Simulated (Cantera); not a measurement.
Input: 1 mol SiH4, 5.2 mol NO, at 1473.15 K and 38.0 mbar.

These are equilibrium values from Cantera (NASA tables, ideal gas, pure condensed phases), not measurements of a reactor. Candidate condensed phases: H2O, Si, SiO2, Si2N2O, Si3N4; 35 gas species. The tables hold silica as quartz up to 1696 K and as liquid above; real silica turns to tridymite and cristobalite and melts near 1996 K. Gases not in the tables: Si(OH)4. Equilibrium is a limit: real reactors are often held back by kinetics, nucleation or transport.

Question: What is the equilibrium state?

Answer: 
```
Item                                 Result
--------------------------------  ---------
x(N2)                                 0.500
x(H2O)                                0.384
x(O2)                                 0.115
x(NO)                              0.000631
x(OH)                              0.000236
x(H2)                               7.63e-6
x(O)                                4.87e-6
n(SiO2(β-quartz))                  1.00 mol
gas amount                        5.200 mol
log10 activity of Si(s) (absent)     -20.62
```
